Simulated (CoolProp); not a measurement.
Saturation properties of fluorine (Tc = 144.4 K, pc = 5240 kPa, ω = 0.045).

Model: reference Helmholtz-energy equation of state, de Reuck 1990, in CoolProp.

```json
[
 {"T (K)": "76.4", "p (kPa)": "33.29", "liquid density (kg/m³)": "1561", "liquid cp (kJ/(kg K))": "1.489", "vapour Z": "0.9841", "surface tension (mN/m)": "15.9"},
 {"T (K)": "80.4", "p (kPa)": "57.59", "liquid density (kg/m³)": "1534", "liquid cp (kJ/(kg K))": "1.497", "vapour Z": "0.9765", "surface tension (mN/m)": "14.8"},
 {"T (K)": "84.3", "p (kPa)": "93.05", "liquid density (kg/m³)": "1507", "liquid cp (kJ/(kg K))": "1.508", "vapour Z": "0.9672", "surface tension (mN/m)": "13.7"},
 {"T (K)": "88.3", "p (kPa)": "145.1", "liquid density (kg/m³)": "1479", "liquid cp (kJ/(kg K))": "1.522", "vapour Z": "0.9556", "surface tension (mN/m)": "12.6"},
 {"T (K)": "92.2", "p (kPa)": "214.9", "liquid density (kg/m³)": "1450", "liquid cp (kJ/(kg K))": "1.540", "vapour Z": "0.9422", "surface tension (mN/m)": "11.5"},
 {"T (K)": "96.2", "p (kPa)": "310.4", "liquid density (kg/m³)": "1420", "liquid cp (kJ/(kg K))": "1.561", "vapour Z": "0.9263", "surface tension (mN/m)": "10.5"},
 {"T (K)": "100.1", "p (kPa)": "431.0", "liquid density (kg/m³)": "1389", "liquid cp (kJ/(kg K))": "1.586", "vapour Z": "0.9085", "surface tension (mN/m)": "9.44"},
 {"T (K)": "104.1", "p (kPa)": "587.5", "liquid density (kg/m³)": "1356", "liquid cp (kJ/(kg K))": "1.618", "vapour Z": "0.8878", "surface tension (mN/m)": "8.41"},
 {"T (K)": "108", "p (kPa)": "776.6", "liquid density (kg/m³)": "1323", "liquid cp (kJ/(kg K))": "1.656", "vapour Z": "0.8650", "surface tension (mN/m)": "7.43"},
 {"T (K)": "112", "p (kPa)": "1013", "liquid density (kg/m³)": "1287", "liquid cp (kJ/(kg K))": "1.705", "vapour Z": "0.8389", "surface tension (mN/m)": "6.45"},
 {"T (K)": "115.9", "p (kPa)": "1289", "liquid density (kg/m³)": "1250", "liquid cp (kJ/(kg K))": "1.768", "vapour Z": "0.8102", "surface tension (mN/m)": "5.51"},
 {"T (K)": "119.9", "p (kPa)": "1625", "liquid density (kg/m³)": "1208", "liquid cp (kJ/(kg K))": "1.855", "vapour Z": "0.7772", "surface tension (mN/m)": "4.59"},
 {"T (K)": "123.8", "p (kPa)": "2009", "liquid density (kg/m³)": "1165", "liquid cp (kJ/(kg K))": "1.974", "vapour Z": "0.7408", "surface tension (mN/m)": "3.71"}
]
```

It boils at 85.0 K under 1 atm.

Surface tension comes from a separate correlation (Mulero 2012).
